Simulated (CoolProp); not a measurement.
Values from CoolProp's reference Helmholtz-energy equation of state, Thol 2016.

Question: Give the vapour pressure (MPa), liquid density (kg/m³), vapour density (kg/m³), enthalpy of vaporisation (kJ/kg) of saturated hexamethyldisiloxane (MM) at 387.5, 463.7, 478.9 K.

Answer: 
| T (K) | p (MPa) | liquid density (kg/m³) | vapour density (kg/m³) | enthalpy of vaporisation (kJ/kg) |
|---|---|---|---|---|
| 387.5 | 0.149 | 658 | 8.18 | 185 |
| 463.7 | 0.779 | 542 | 45.2 | 132 |
| 478.9 | 1.02 | 511 | 62.4 | 116 |
